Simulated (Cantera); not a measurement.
## Stirred combustor or abatement burner

A perfectly stirred reactor is fed with CH4 : C2H6 : O2 : N2 = 1 : 0.2 : 1.93 : 7.25 (molar parts), equivalence ratio 1.4, at 10.0 bar; it is adiabatic with a 450 K inlet, and is followed from long to short residence time, starting on the burning branch (τ in s: 0.058, 0.023, 0.0088, 0.0034, 0.0013, 0.00052, 0.0002, 7.9e-05, 3.1e-05, 1.2e-05, 4.7e-06).

Model: GRI-Mech 3.0 (53 species, 325 reactions), integrated in Cantera.

| τ (s) | T (K) | x CH4 | x C2H6 | x O2 | x HCN | x OH | x CH2O |
|---|---|---|---|---|---|---|---|
| 0.058 | 2104 | 0.000361 | 1.45e-7 | 6.00e-5 | 1.15e-5 | 0.000102 | 1.55e-6 |
| 0.023 | 2106 | 0.000742 | 4.36e-7 | 0.000144 | 2.65e-5 | 0.000108 | 3.46e-6 |
| 0.0088 | 2107 | 0.00139 | 1.35e-6 | 0.000350 | 4.76e-5 | 0.000121 | 7.57e-6 |
| 0.0034 | 2107 | 0.00225 | 3.89e-6 | 0.000818 | 6.32e-5 | 0.000141 | 1.55e-5 |
| 0.0013 | 2100 | 0.00329 | 1.07e-5 | 0.00186 | 6.62e-5 | 0.000172 | 3.08e-5 |
| 0.00052 | 2080 | 0.00449 | 2.79e-5 | 0.00398 | 5.60e-5 | 0.000207 | 5.81e-5 |
| 0.00020 | 2025 | 0.00652 | 8.92e-5 | 0.00927 | 3.08e-5 | 0.000230 | 0.000118 |
| 7.9e-5 | 450 | 0.0963 | 0.0193 | 0.186 | <1e-12 | <1e-12 | <1e-12 |
| 3.1e-5 | 450 | 0.0963 | 0.0193 | 0.186 | <1e-12 | <1e-12 | <1e-12 |
| 1.2e-5 | 450 | 0.0963 | 0.0193 | 0.186 | <1e-12 | <1e-12 | <1e-12 |
| 4.7e-6 | 450 | 0.0963 | 0.0193 | 0.186 | <1e-12 | <1e-12 | <1e-12 |
x: mole fraction; the columns are a selection and need not sum to one.
